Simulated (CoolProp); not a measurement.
Vapour pressure (MPa) of propylene: the reference equation beside estimates from Tc = 364.2 K, pc = 4.555 MPa, ω = 0.146.

Computed with CoolProp (reference Helmholtz-energy equation of state, Lemmon 2013).

```csv
T (K),reference,Lee-Kesler,Soave-Redlich-Kwong,Peng-Robinson
233.3,0.1424,0.1413,0.1414,0.1428
247.7,0.2512,0.2507,0.2506,0.2510
262.1,0.4138,0.4145,0.4146,0.4128
276.5,0.6447,0.6469,0.6486,0.6432
290.9,0.9593,0.9626,0.9684,0.9583
305.3,1.374,1.377,1.391,1.375
319.6,1.902,1.905,1.929,1.908
334,2.572,2.573,2.607,2.585
```

Absolute difference from the reference over all 8 rows, mean and median: Lee-Kesler 0.3 and 0.2 %, Soave-Redlich-Kwong 0.8 and 0.8 %, Peng-Robinson 0.2 and 0.2 %.
